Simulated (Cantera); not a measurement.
## Thermodynamics of oxide etching and cleaning by halides, feed Al2O3 + Cl2 + N2

Charge: 1 mol Al2O3, 1.5 mol Cl2, 5.7 mol N2, held at 0.100 bar.

Method: chemical equilibrium by Gibbs-energy minimisation in Cantera with the NASA 1993 tables (ideal gas, pure condensed phases). Candidate condensed phases: Al, AlCl3, AlN, Al2O3; 24 gas species. Condensed phases not in the tables: AlOCl. Kinetics and transport are ignored.

From 648 K to 1548 K the condensed part is Al2O3(s).

| T (K) | x N2 | x Cl2 | x Cl | x AlCl3 | x O2 | n Al2O3(s) |
|---|---|---|---|---|---|---|
| 648 | 0.792 | 0.208 | 1.75e-7 | 1.47e-9 | 1.10e-9 | 1.00 |
| 798 | 0.792 | 0.208 | 1.29e-5 | 2.20e-7 | 1.64e-7 | 1.000 |
| 948 | 0.792 | 0.208 | 0.000247 | 6.64e-6 | 4.93e-6 | 1.000 |
| 1098 | 0.791 | 0.207 | 0.00213 | 7.74e-5 | 5.73e-5 | 1.000 |
| 1248 | 0.787 | 0.201 | 0.0109 | 0.000484 | 0.000356 | 0.998 |
| 1398 | 0.776 | 0.183 | 0.0378 | 0.00190 | 0.00139 | 0.993 |
| 1548 | 0.753 | 0.143 | 0.0955 | 0.00492 | 0.00357 | 0.981 |
x: gas mole fraction; n: condensed amount in mol.
